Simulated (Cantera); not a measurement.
A Cantera script and its output.

```python
import numpy as np
import cantera as ct

gas = ct.Solution("gri30.yaml")
gas.TPX = 323, 500000, {'CH4': 1, 'O2': 1.43, 'N2': 5.37}
flame = ct.FreeFlame(gas, width=0.013)
flame.set_refine_criteria(ratio=3, slope=0.08, curve=0.16)
flame.transport_model = "mixture-averaged"
flame.solve(loglevel=0, auto=True)
z, T = flame.grid, flame.T
thick = (T[-1] - T[0]) / np.gradient(T, z).max()
show = ['CH4', 'O2', 'H2O', 'CH2', 'C2H2', 'NO']
print(f"laminar burning velocity  {flame.velocity[0] * 100:.3f} cm/s")
print(f"burnt temperature         {T[-1]:.1f} K")
print(f"thermal thickness         {thick * 1e3:.4f} mm")
print(f"grid points               {len(z)}")
z0 = z[flame.heat_release_rate.argmax()]
print(f"{'z/mm':>9s}{'T/K':>9s}{'u/(m/s)':>9s}" + "".join(f"{s:>11s}" for s in show))
rows = []
for k in (-3, -2, -1.5, -1, -0.5, -0.25, 0, 0.25, 0.5, 1, 2, 4, 8):
    zz = z0 + k * thick
    rows.append([k * thick, np.interp(zz, z, T), np.interp(zz, z, flame.velocity),
                 *(np.interp(zz, z, flame.X[gas.species_index(s)]) for s in show)])
    print(f"{rows[-1][0] * 1e3:9.3f}{rows[-1][1]:9.1f}{rows[-1][2]:9.3f}" + "".join(f"{x:11.3e}" for x in rows[-1][3:]))
```

It prints:

```
laminar burning velocity  8.759 cm/s
burnt temperature         2000.2 K
thermal thickness         0.3493 mm
grid points               122
     z/mm      T/K  u/(m/s)        CH4         O2        H2O        CH2       C2H2         NO
   -1.048    323.3    0.088  1.279e-01  1.830e-01  4.123e-05  4.732e-24  2.524e-08  3.331e-12
   -0.699    329.5    0.090  1.269e-01  1.819e-01  8.374e-04  1.437e-20  9.955e-07  8.881e-11
   -0.524    359.4    0.099  1.241e-01  1.791e-01  4.663e-03  1.857e-18  8.333e-06  6.924e-10
   -0.349    512.9    0.143  1.128e-01  1.666e-01  2.378e-02  1.440e-15  7.123e-05  1.129e-08
   -0.175   1033.7    0.294  7.502e-02  1.165e-01  8.541e-02  5.202e-10  4.754e-04  4.137e-07
   -0.087   1436.9    0.413  4.352e-02  7.068e-02  1.318e-01  1.431e-07  1.008e-03  1.296e-06
    0.000   1793.6    0.519  1.580e-02  2.621e-02  1.718e-01  5.380e-06  2.264e-03  2.342e-06
    0.087   1949.0    0.565  5.932e-03  6.933e-03  1.861e-01  8.267e-06  2.837e-03  3.650e-06
    0.175   1993.0    0.578  3.637e-03  2.079e-03  1.878e-01  4.021e-06  2.657e-03  4.566e-06
    0.349   2010.2    0.583  2.434e-03  3.241e-04  1.861e-01  1.176e-06  2.312e-03  5.449e-06
    0.699   2010.7    0.584  1.622e-03  1.789e-05  1.832e-01  4.844e-07  1.810e-03  6.529e-06
    1.397   2006.8    0.583  9.593e-04  2.794e-07  1.807e-01  2.520e-07  1.083e-03  8.581e-06
    2.794   2002.9    0.583  4.330e-04  1.349e-07  1.789e-01  9.937e-08  3.858e-04  1.233e-05
```

Model: GRI-Mech 3.0 (53 species, 325 reactions), integrated in Cantera. Burning velocities carry a grid error of a few per cent, more on coarse grids.
